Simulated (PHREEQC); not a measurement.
0.012 g of hydrous ferric oxide (600 m²/g; 0.2 weak and 0.005 strong sites per Fe, Dzombak-Morel constants, diffuse double layer) in 1 kg of water with 0.001 mol/kgw of an inert sodium salt and 0.00035 mmol/kgw NiCl2 and 0.02 mmol/kgw NaH2PO4, at 25 °C; the pH is set by adding NaOH or the inert anion's acid. Oxygen is held at 0.21 atm. The system is closed to CO2. Precipitation was switched off in this run.

Base run: PHREEQC, ion-association model, wateq4f.dat. Each further column changes one thing. The table gives P sorbed (%).

```
pH    base  no electrostatic term (-no_edl)  background salt from 0.001 to 0.0001 mol/kgw  oxide from 0.012 to 0.06 g/kgw
----  ----  -------------------------------  --------------------------------------------  ------------------------------
4     94.6                             34.9                                          95.1                           100.0
4.38  91.5                             35.4                                          92.1                           100.0
5.12  83.7                             37.6                                          84.2                           100.0
5.5   79.1                             40.7                                          79.5                           100.0
6.25  69.6                             54.2                                          69.9                           100.0
6.62  64.4                             62.6                                          64.6                            99.9
7.38  49.6                             72.3                                          49.9                            98.7
7.75  39.3                             72.6                                          39.7                            95.0
8.5   16.8                             67.7                                          17.0                            59.9
8.88   8.0                             61.8                                           8.1                            32.2
9.62   0.7                             39.7                                           0.7                             3.1
10     0.1                             25.7                                           0.1                             0.7
```

H3PO4, which wateq4f.dat lacks, is added to it with the constant of phreeqc.dat. The database has no phosphate complexes of Ni.
